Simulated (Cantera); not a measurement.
Feed: 1 mol Zr, 2.4 mol N2O, a varied amount of H2, held at 2748 K and 0.220 Pa.

Cantera equilibrium calculation (NASA polynomials, part measured and part estimated; ideal gas, pure solids and liquids). Candidate condensed phases: H2O, Zr, ZrN, ZrO2; 28 gas species. The numbers say what is thermodynamically allowed, not how fast it happens.

x: gas mole fraction; nothing condenses.

```
n(H2) (mol)    x H    x N2      x O    x ZrO      x Zr
-----------  -----  ------  -------  -------  --------
9.9          0.804  0.0972   0.0575   0.0390   0.00119
14           0.852       …        …        …   0.00117
20           0.891       …        …        …   0.00115
28           0.920  0.0393   0.0240   0.0152   0.00112
40           0.942  0.0281   0.0175   0.0107   0.00107
56           0.957  0.0204   0.0130  0.00752   0.00102
80           0.969  0.0145  0.00942  0.00510  0.000952
```

### Question
Complete the blanks.

### Answer

- 20, x N2: 0.0533
- 20, x O: 0.0322
- 20, x ZrO: 0.0210
- 14, x N2: 0.0729
- 14, x O: 0.0435
- 14, x ZrO: 0.0290
